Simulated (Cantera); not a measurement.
## Transport properties of process gases

Gas mixture: 100 % NO, at 0.133 bar, frozen composition.

Cantera's kinetic-theory transport with the Lennard-Jones parameters of GRI-Mech 3.0, ideal gas; thermal conductivity in the multicomponent form.

```json
[
 {"T (K)": "400", "ρ (kg/m³)": "0.120", "cp (J/kg/K)": "998.6", "μ (µPa s)": "23.1", "λ (mW/m/K)": "32.5", "Pr": "0.711", "D (cm²/s) H2O": "2.97", "D (cm²/s) N2": "2.57", "D (cm²/s) CH3": "2.82"},
 {"T (K)": "500", "ρ (kg/m³)": "0.0962", "cp (J/kg/K)": "1016", "μ (µPa s)": "27.0", "λ (mW/m/K)": "38.7", "Pr": "0.709", "D (cm²/s) H2O": "4.52", "D (cm²/s) N2": "3.77", "D (cm²/s) CH3": "4.15"},
 {"T (K)": "600", "ρ (kg/m³)": "0.0802", "cp (J/kg/K)": "1041", "μ (µPa s)": "30.6", "λ (mW/m/K)": "45.0", "Pr": "0.708", "D (cm²/s) H2O": "6.31", "D (cm²/s) N2": "5.14", "D (cm²/s) CH3": "5.67"},
 {"T (K)": "700", "ρ (kg/m³)": "0.0687", "cp (J/kg/K)": "1067", "μ (µPa s)": "34.0", "λ (mW/m/K)": "51.2", "Pr": "0.708", "D (cm²/s) H2O": "8.34", "D (cm²/s) N2": "6.67", "D (cm²/s) CH3": "7.36"},
 {"T (K)": "800", "ρ (kg/m³)": "0.0601", "cp (J/kg/K)": "1092", "μ (µPa s)": "37.1", "λ (mW/m/K)": "57.3", "Pr": "0.708", "D (cm²/s) H2O": "10.6", "D (cm²/s) N2": "8.34", "D (cm²/s) CH3": "9.23"},
 {"T (K)": "900", "ρ (kg/m³)": "0.0535", "cp (J/kg/K)": "1114", "μ (µPa s)": "40.1", "λ (mW/m/K)": "63.1", "Pr": "0.707", "D (cm²/s) H2O": "13.0", "D (cm²/s) N2": "10.2", "D (cm²/s) CH3": "11.2"}
]
```
D: mixture-averaged diffusion coefficient of that species in the mixture.
